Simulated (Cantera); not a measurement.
A perfectly stirred reactor is fed with 70.4 % NH₃, 29.6 % H₂, at 0.520 bar; it is held at 2025 K, and followed from long to short residence time.

Computed with Cantera and the gas-phase N/H chemistry of the illustrative SiF4/NH3 mechanism in the Surface Chemkin manual (1991). Walls and surfaces, which speed up NH3 decomposition in real reactors, are not modelled.

x: mole fraction; the columns are a selection and need not sum to one.

```tsv
τ (s)	x NH₃	x H₂	x N₂H₄	x NH₂	x H
1.5	0.0219	0.777	(withheld)	0.000106	0.00129
0.54	0.0548	0.754	(withheld)	0.000200	0.000938
0.20	0.126	0.704	(withheld)	0.000352	0.000671
0.071	0.262	0.608	(withheld)	0.000575	0.000456
0.026	0.432	0.488	(withheld)	0.000803	0.000310
0.0093	0.574	0.387	(withheld)	0.000970	0.000224
0.0034	0.650	0.333	2.16e-7	0.00105	0.000184
0.0012	0.685	0.309	2.20e-7	0.00106	0.000164
0.00044	0.697	0.300	(withheld)	0.000996	0.000147
```

Question: What belongs in the gaps?

Answer: 
- 1.5, x N₂H₄: 2.22e-9
- 0.54, x N₂H₄: 7.88e-9
- 0.20, x N₂H₄: 2.44e-8
- 0.071, x N₂H₄: 6.52e-8
- 0.026, x N₂H₄: 1.27e-7
- 0.0093, x N₂H₄: 1.85e-7
- 0.00044, x N₂H₄: 1.95e-7
